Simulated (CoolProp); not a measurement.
Vapour-liquid equilibrium of ethane (1) + propane (2) at 1.05 MPa; x and y are mole fractions of (1).

Values from CoolProp's multi-fluid Helmholtz-energy mixture model, Bücker 2006 and Lemmon 2009; pair parameters Kunz 2012.

Problem. Give the bubble temperature and the first vapour's composition at x = 0.05, 0.2, 0.5. Is there an azeotrope?

Solution. x = 0.05: 297.1 K, y = 0.137; x = 0.2: 284.2 K, y = 0.449; x = 0.5: 264.4 K, y = 0.790. No azeotrope shows between x = 0.05 and 0.95.

Pair parameters are fitted to limited data, so mixtures are less certain than the pure fluids.
